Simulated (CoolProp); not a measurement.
Sulfur hexafluoride at 571.34 K and 0.734 MPa flows at 7 m/s in a round tube of 4.6 mm bore and 0.25 µm roughness, fully developed (64/Re and Nu = 3.66 if laminar; Colebrook and Gnielinski if turbulent). Each further row changes one setting.

Model: reference Helmholtz-energy equation of state, Guder 2009, in CoolProp.

```tsv
case	Reynolds number	Darcy friction factor	pressure drop (Pa/m)	heat-transfer coefficient (W/(m² K))	mass flow (kg/h)
as stated	27300	0.0241	2920	488	9.51
velocity 14 m/s	54700	0.0207	10000	843	19.0
diameter 9.2 mm	54700	0.0206	1240	419	38.0
```

Viscosity comes from a separate model (Quiñones-Cisneros 2012). Thermal conductivity comes from a separate model (Assael 2012).
